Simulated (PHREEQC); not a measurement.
KOH is added in steps, without added water, to 1 kg of water holding 1.1 mmol/kgw PbCl2 and 1.4 mmol/kgw Zn(NO3)2, at 25 °C. Oxygen is held at 0.21 atm. The system is closed to CO2. Solids allowed: Zn(OH)2-e, Zn5(OH)8Cl2, Pb(OH)2, Cotunnite, Laurionite. Others were left out.

Base run: PHREEQC, ion-association model, wateq4f.dat. Each further column changes one thing. The table gives pH.

```csv
KOH added (mol),base,Zn(NO3)2 from 0.0014 to 0.0028 mol/kgw,PbCl2 left out,PbCl2 replaced by CuCl2 at the same molality
0,5.41,5.41,5.96,___
0.0004667,5.70,5.72,7.28,___
0.0009333,5.77,5.79,7.32,5.68
0.0014,5.87,5.89,7.38,___
0.001633,5.94,5.97,7.42,6.66
0.0021,6.32,6.33,___,7.22
0.002567,7.28,7.13,7.77,7.28
0.003033,7.33,7.15,10.34,7.33
0.0035,7.38,7.17,___,7.38
0.003967,7.46,7.20,11.04,7.46
0.0042,7.52,7.21,11.11,7.52
0.004667,7.71,7.24,11.24,7.71
0.005133,10.09,7.27,11.33,10.09
0.0056,10.74,7.31,11.41,10.74
```

Some entries are withheld; supply them.


- 0, PbCl2 replaced by CuCl2 at the same molality: 5.28
- 0.0004667, PbCl2 replaced by CuCl2 at the same molality: 5.53
- 0.0014, PbCl2 replaced by CuCl2 at the same molality: 5.99
- 0.0021, PbCl2 left out: 7.53
- 0.0035, PbCl2 left out: 10.82

The database's Pb(OH)2 solid is less soluble than what usually precipitates.  The database's constant for dissolved Cu(OH)2 is higher than later reviews accept. Solids allowed in the column 'PbCl2 left out': Zn(OH)2-e. Solids allowed in the column 'PbCl2 replaced by CuCl2 at the same molality': Cu(OH)2, Atacamite, Cu2(OH)3NO3, Zn(OH)2-e, Zn5(OH)8Cl2.
